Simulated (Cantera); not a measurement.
Charge: 1 mol SiH4, 0.55 mol HCl, 7 mol N2, at 848.15 K and 480 Torr.

Cantera equilibrium calculation (NASA polynomials, part measured and part estimated; ideal gas, pure solids and liquids). Candidate condensed phases: NH4Cl, Si, Si3N4; 28 gas species. N2 is the only nitrogen source here; it is nearly inert below about 1500 K, so the nitride shown seldom forms there in practice. The numbers say what is thermodynamically allowed, not how fast it happens.

Base state: N2 0.713, H2 0.225, HCl 0.0612, SiCl4 0.000187, NH3 0.000109 (mole fractions); condensed: Si3N4(s).

Q: What changes in the equilibrium state with this change: temperature from 848.15 K to 1823 K?

A: 
```json
[
 {"species": "N2", "before": "0.713", "after": "0.714"},
 {"species": "H2", "before": "0.225", "after": "0.228"},
 {"species": "HCl", "before": "0.0612", "after": "0.0541"},
 {"species": "SiCl2", "before": "<1e-9", "after": "0.00354"},
 {"species": "H", "before": "<1e-9", "after": "0.000259"},
 {"species": "Cl", "before": "<1e-9", "after": "4.68e-5"},
 {"species": "Si3N4(s), mol", "before": "0.333", "after": "0.322"}
]
```
The tables' values for SiCl3 are old estimates; treat these amounts as uncertain.
